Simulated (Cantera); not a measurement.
Input (Python, Cantera):

```python
import numpy as np
import cantera as ct

gas = ct.Solution("gri30.yaml")
gas.TPX = 1400, 100000, {'CH3OH': 1, 'O2': 0.833, 'N2': 3.13}
reactor = ct.IdealGasReactor(gas, energy="on", clone=False)
net = ct.ReactorNet([reactor])
net.rtol, net.atol = 1e-08, 1e-16
show = ['CH3OH', 'O2', 'C2H4', 'CH2O', 'CO2']
times = np.geomspace(2e-06, 8, 15)

steps = ct.SolutionArray(gas, extra=["t"])
rows = []
print(f"{'t/s':>10s}{'T/K':>9s}{'P/Pa':>11s}" + "".join(f"{s:>11s}" for s in show))
for t in times:
    while net.time < t:
        t_next = net.step()
        steps.append(gas.state, t=t_next)
    rows.append([np.interp(t, steps.t, y) for y in (steps.T, steps.P, *steps(*show).X.T)])
    print(f"{t:10.3e}{rows[-1][0]:9.1f}{rows[-1][1]:11.4g}" + "".join(f"{x:11.3e}" for x in rows[-1][2:]))
rate = np.gradient(steps.T, steps.t)
print("integrator steps:", len(steps.t))
if steps.T.max() > steps.T[0] + 200:
    print(f"time of steepest temperature rise: {steps.t[rate.argmax()]:.4e} s")
gas.TPX = 1400, 100000, {'CH3OH': 1, 'O2': 0.833, 'N2': 3.13}
gas.equilibrate("UV")
print(f"equilibrium (UV): T = {gas.T:.1f} K  " + "  ".join(f"{s} {gas[s].X[0]:.3e}" for s in show))
```

Result:

```
       t/s      T/K       P/Pa      CH3OH         O2       C2H4       CH2O        CO2
 2.000e-06   1400.0      1e+05  2.015e-01  1.678e-01  6.115e-12  3.144e-06  1.665e-07
 5.924e-06   1400.0      1e+05  2.015e-01  1.678e-01  5.900e-11  1.081e-05  5.094e-07
 1.755e-05   1400.0      1e+05  2.014e-01  1.678e-01  5.438e-10  3.684e-05  1.525e-06
 5.197e-05   1400.0      1e+05  2.013e-01  1.677e-01  2.764e-09  1.321e-04  4.535e-06
 1.539e-04   1400.7  1.001e+05  2.005e-01  1.673e-01  7.710e-09  7.136e-04  1.360e-05
 4.559e-04   1472.0  1.075e+05  1.678e-01  1.500e-01  2.397e-08  2.285e-02  1.570e-04
 1.350e-03   2817.7  2.529e+05  6.596e-14  1.096e-03  5.357e-19  1.169e-08  3.894e-02
 4.000e-03   2815.4  2.527e+05  6.651e-14  1.071e-03  5.467e-19  1.172e-08  3.885e-02
 1.185e-02   2815.4  2.527e+05  6.651e-14  1.071e-03  5.467e-19  1.172e-08  3.885e-02
 3.509e-02   2815.4  2.527e+05  6.651e-14  1.071e-03  5.467e-19  1.172e-08  3.885e-02
 1.039e-01   2815.4  2.527e+05  6.651e-14  1.071e-03  5.467e-19  1.172e-08  3.885e-02
 3.079e-01   2815.4  2.527e+05  6.651e-14  1.071e-03  5.467e-19  1.172e-08  3.885e-02
 9.119e-01   2815.4  2.527e+05  6.651e-14  1.071e-03  5.467e-19  1.172e-08  3.885e-02
 2.701e+00   2815.4  2.527e+05  6.651e-14  1.071e-03  5.467e-19  1.172e-08  3.885e-02
 8.000e+00   2815.4  2.527e+05  6.651e-14  1.071e-03  5.467e-19  1.172e-08  3.885e-02
integrator steps: 1919
time of steepest temperature rise: 4.9447e-04 s
equilibrium (UV): T = 2815.4 K  CH3OH 6.892e-14  O2 1.071e-03  C2H4 5.904e-19  CH2O 1.172e-08  CO2 3.885e-02
```

Cantera simulation using GRI-Mech 3.0 (53 species, 325 reactions); the numbers are that mechanism's predictions, not measurements. GRI-Mech 3.0 was tuned for natural gas; its chemistry of methanol as a main component is partial and can be far from experiment.
